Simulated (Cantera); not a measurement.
Input (Python, Cantera):

```python
import numpy as np
import cantera as ct

gas = ct.Solution("h2o2.yaml")
gas.TPX = 325, 12000, {'H2': 1, 'O2': 0.312, 'N2': 1.17, 'H2O': 0.55}
flame = ct.FreeFlame(gas, width=0.18)
flame.set_refine_criteria(ratio=3, slope=0.08, curve=0.16)
flame.transport_model = "mixture-averaged"
flame.solve(loglevel=0, auto=True)
z, T = flame.grid, flame.T
thick = (T[-1] - T[0]) / np.gradient(T, z).max()
show = ['H2', 'O2', 'H2O', 'HO2', 'OH', 'O']
print(f"laminar burning velocity  {flame.velocity[0] * 100:.3f} cm/s")
print(f"burnt temperature         {T[-1]:.1f} K")
print(f"thermal thickness         {thick * 1e3:.4f} mm")
print(f"grid points               {len(z)}")
z0 = z[flame.heat_release_rate.argmax()]
print(f"{'z/mm':>9s}{'T/K':>9s}{'u/(m/s)':>9s}" + "".join(f"{s:>11s}" for s in show))
rows = []
for k in (-3, -2, -1.5, -1, -0.5, -0.25, 0, 0.25, 0.5, 1, 2, 4, 8):
    zz = z0 + k * thick
    rows.append([k * thick, np.interp(zz, z, T), np.interp(zz, z, flame.velocity),
                 *(np.interp(zz, z, flame.X[gas.species_index(s)]) for s in show)])
    print(f"{rows[-1][0] * 1e3:9.3f}{rows[-1][1]:9.1f}{rows[-1][2]:9.3f}" + "".join(f"{x:11.3e}" for x in rows[-1][3:]))
```

It prints:

```
laminar burning velocity  201.251 cm/s
burnt temperature         1831.9 K
thermal thickness         4.5332 mm
grid points               133
     z/mm      T/K  u/(m/s)         H2         O2        H2O        HO2         OH          O
  -13.600    325.0    2.013  3.298e-01  1.029e-01  1.814e-01  2.181e-14  2.095e-17  9.578e-15
   -9.066    325.0    2.013  3.298e-01  1.029e-01  1.814e-01  7.013e-12  2.916e-15  1.306e-12
   -6.800    325.0    2.012  3.298e-01  1.029e-01  1.814e-01  1.038e-10  3.607e-14  1.367e-11
   -4.533    325.0    2.012  3.298e-01  1.029e-01  1.814e-01  6.974e-09  7.755e-12  4.528e-10
   -2.267    328.4    2.028  3.276e-01  1.032e-01  1.821e-01  1.469e-05  8.132e-07  2.043e-07
   -1.133    451.9    2.741  3.096e-01  1.016e-01  1.933e-01  1.460e-04  4.598e-04  3.490e-05
    0.000    813.2    4.804  2.537e-01  8.505e-02  2.403e-01  3.978e-05  5.391e-04  5.769e-04
    1.133   1098.1    6.391  1.736e-01  4.676e-02  3.198e-01  1.366e-05  1.617e-03  2.808e-03
    2.267   1249.4    7.238  1.244e-01  1.568e-02  3.789e-01  3.988e-06  2.913e-03  2.925e-03
    4.533   1369.6    7.884  1.111e-01  4.027e-03  4.031e-01  9.049e-07  3.932e-03  2.064e-03
    9.066   1476.6    8.438  1.163e-01  2.662e-03  4.087e-01  5.346e-07  4.453e-03  1.618e-03
   18.133   1578.8    8.952  1.216e-01  1.711e-03  4.143e-01  3.203e-07  4.443e-03  1.090e-03
   36.266   1666.5    9.385  1.259e-01  9.266e-04  4.199e-01  1.722e-07  3.865e-03  6.113e-04
```

Cantera simulation using the H2/O2 subset of GRI-Mech 3.0, which has no nitrogen chemistry; the numbers are that mechanism's predictions, not measurements. Burning velocities carry a grid error of a few per cent, more on coarse grids.
